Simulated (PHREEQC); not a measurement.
Consider water at 69 °C with 0.043 mol Cu(NO3)2, 0.0071 mol H2SO4 and 0.019 mol Na2SO4 per kg of water. Closed to the air; pH follows from the charge balance.

Computed with PHREEQC (ion-association model, phreeqc.dat).

No solid was allowed to form.

Problem. Order these S species by the share of S that they hold, largest first: HSO4-, CuSO4, NaSO4-, SO4-2.

Solution. SO4-2 (39 %), CuSO4 (32 %), HSO4- (26 %), NaSO4- (2.7 %)

The pH is 2.23 and the ionic strength 0.159 mol/kgw. Constants without temperature data keep their 25 °C values here.
